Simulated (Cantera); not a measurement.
Input (Python, Cantera) and output of one run.

```python
import numpy as np
import cantera as ct

gas_names = """
    C CN CO CO2 C2 CCN CNC C2N2 C2O C3 C3O2 C4 C4N2 C5 N NCO NO NO2 NO3 N2 N2O O O2 O3 Si SiC SiC2 SiN
    SiO SiO2 Si2 Si2C Si2N Si3
""".split()
cond_names = """
    C(gr) Si(cr) Si(L) SiC(b) SiO2(Lqz) SiO2(hqz) SiO2(L) Si2N2O(s) Si3N4(a)
""".split()


# ... load() reads the species with a 1 bar reference pressure and builds the phases ...
atoms = {
    'SiO2': {'Si': 1, 'O': 2},
    'C': {'C': 1},
    'N2': {'N': 2},
    'CO': {'C': 1, 'O': 1},
}
top_T = {'C(gr)': 4500, 'SiC(b)': 3050, 'Si2N2O(s)': 2100, 'Si3N4(a)': 2400}  # K; cautious upper limits of use, not melting points


# ... equilibrate(T, P, feed) seeds the gas with the atoms and calls Mixture.equilibrate('TP', solver="vcs", rtol=1e-11, max_steps=5000) ...
results = []
feed = {'SiO2': 1, 'C': 0.91, 'N2': 1.8, 'CO': 5.6}  # mol
T = 1450  # K
P = 1700  # Pa
mix = equilibrate(T, P, feed)
results.append((T, P, feed, dict(zip(mix.species_names, mix.species_moles))))
x = sorted(zip(gas.X, gas.species_names), reverse=True)
print(f"T = {T:g} K  P = {P:g} Pa  gas = {mix.phase_moles(0):.4g} mol")
print("   x: " + "  ".join(f"{s} {v:.3e}" for v, s in x if v > 0.0001))
print("   condensed (mol): " + ("  ".join(f"{mix.phase(i).name} {mix.phase_moles(i):.4g}"
      for i in range(1, mix.n_phases) if mix.phase_moles(i) > 1e-12) or "none"))
```

Output:

```
T = 1450 K  P = 1700 Pa  gas = 8.009 mol
   x: CO 8.128e-01  N2 1.869e-01  SiO 2.223e-04
   condensed (mol): SiO2(hqz) 0.3926  Si2N2O(s) 0.3028
```

Cantera equilibrium calculation (NASA polynomials, part measured and part estimated; ideal gas, pure solids and liquids). N2 is the only nitrogen source here; it is nearly inert below about 1500 K, so the nitride shown seldom forms there in practice. Mutual solubility and eutectic melting of coexisting phases are not modelled. The tables hold silica as quartz up to 1696 K and as liquid above; real silica turns to tridymite and cristobalite and melts near 1996 K.
